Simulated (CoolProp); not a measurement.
A closed Brayton cycle with carbon dioxide: compressor inlet 328.15 K and 9.2 MPa, high pressure 19.1 MPa, turbine inlet 680 K, compressor efficiency 0.85, turbine efficiency 0.85, recuperator effectiveness 0.9 (on enthalpy, no pinch check). Each further row changes one setting.

The numbers come from the reference Helmholtz-energy equation of state, Span 1996 in CoolProp.

```csv
case,thermal efficiency (%),net work (kJ/kg),compressor to turbine work,compressor exit (K),turbine exit (K)
as stated,23.7,39.9,0.46,386.0,604.6
turbine inlet 630 K,21.2,(withheld),0.51,386.0,557.2
compressor inlet 338.15 K,22.2,34.7,(withheld),401.5,604.6
high pressure 16.2 MPa,22.4,32.8,0.44,372.7,(withheld)
recuperator effectiveness 0.5,14.7,39.9,0.46,386.0,604.6
```

Q: Fill in the missing entries.

A: 
- turbine inlet 630 K, net work (kJ/kg): 33.1
- compressor inlet 338.15 K, compressor to turbine work: 0.53
- high pressure 16.2 MPa, turbine exit (K): 621.4
